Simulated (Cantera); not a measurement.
What does this Cantera script print?

```python
import numpy as np
import cantera as ct

gas = ct.Solution("gri30.yaml")
gas.TPX = 900, 2666, {'H2': 0.032, 'O2': 1, 'N2': 1.7}
reactor = ct.IdealGasConstPressureReactor(gas, energy="off", clone=False)
net = ct.ReactorNet([reactor])
net.rtol, net.atol = 1e-08, 1e-18
show = ['H2', 'O2', 'NO', 'NO2', 'H2O2', 'O']
times = np.geomspace(2e-05, 3, 15)

steps = ct.SolutionArray(gas, extra=["t"])
rows = []
print(f"{'t/s':>10s}{'T/K':>9s}{'P/Pa':>11s}" + "".join(f"{s:>11s}" for s in show))
for t in times:
    while net.time < t:
        t_next = net.step()
        steps.append(gas.state, t=t_next)
    rows.append([np.interp(t, steps.t, y) for y in (steps.T, steps.P, *steps(*show).X.T)])
    print(f"{t:10.3e}{rows[-1][0]:9.1f}{rows[-1][1]:11.4g}" + "".join(f"{x:11.3e}" for x in rows[-1][2:]))
rate = np.gradient(steps.T, steps.t)
print("integrator steps:", len(steps.t))
if steps.T.max() > steps.T[0] + 200:
    print(f"time of steepest temperature rise: {steps.t[rate.argmax()]:.4e} s")
gas.TPX = 900, 2666, {'H2': 0.032, 'O2': 1, 'N2': 1.7}
gas.equilibrate("TP")
print(f"equilibrium (TP): T = {gas.T:.1f} K  " + "  ".join(f"{s} {gas[s].X[0]:.3e}" for s in show))
```

Result:

```
       t/s      T/K       P/Pa         H2         O2         NO        NO2       H2O2          O
 2.000e-05    900.0       2666  1.171e-02  3.660e-01  2.002e-31  1.150e-42  5.080e-20  2.091e-15
 4.685e-05    900.0       2666  1.171e-02  3.660e-01  2.429e-30  2.893e-41  2.727e-19  1.091e-14
 1.098e-04    900.0       2666  1.171e-02  3.660e-01  3.338e-29  1.051e-39  1.499e-18  5.634e-14
 2.572e-04    900.0       2666  1.171e-02  3.660e-01  4.513e-28  4.707e-38  8.302e-18  2.761e-13
 6.024e-04    900.0       2666  1.171e-02  3.660e-01  5.532e-27  2.361e-36  4.644e-17  1.291e-12
 1.411e-03    900.0       2666  1.171e-02  3.660e-01  6.685e-26  1.362e-34  2.666e-16  6.475e-12
 3.306e-03    900.0       2666  1.171e-02  3.660e-01  1.225e-24  1.327e-32  1.720e-15  5.373e-11
 7.746e-03    900.0       2666  1.171e-02  3.660e-01  8.053e-22  1.456e-28  3.649e-14  2.999e-09
 1.815e-02    900.0       2666  1.165e-02  3.660e-01  7.710e-14  7.632e-17  2.184e-09  2.970e-05
 4.251e-02    900.0       2666  6.339e-04  3.619e-01  8.780e-09  4.057e-12  1.395e-07  7.755e-04
 9.960e-02    900.0       2666  1.007e-04  3.622e-01  9.270e-09  2.963e-11  5.447e-08  1.238e-04
 2.333e-01    900.0       2666  2.903e-05  3.623e-01  9.236e-09  7.379e-11  2.925e-08  2.905e-05
 5.466e-01    900.0       2666  8.963e-06  3.623e-01  9.178e-09  1.332e-10  1.677e-08  7.379e-06
 1.281e+00    900.0       2666  2.487e-06  3.623e-01  9.118e-09  1.940e-10  9.015e-09  1.874e-06
 3.000e+00    900.0       2666  5.602e-07  3.623e-01  9.080e-09  2.317e-10  4.351e-09  4.687e-07
integrator steps: 1095
equilibrium (TP): T = 900.0 K  H2 3.860e-13  O2 3.623e-01  NO 1.086e-05  NO2 2.711e-07  H2O2 7.881e-13  O 1.998e-11
```

Model: GRI-Mech 3.0 (53 species, 325 reactions), integrated in Cantera. Radical loss at walls, strong at low pressure, is not modelled. Below about 950 K walls govern HO2 and H2O2 in real vessels.
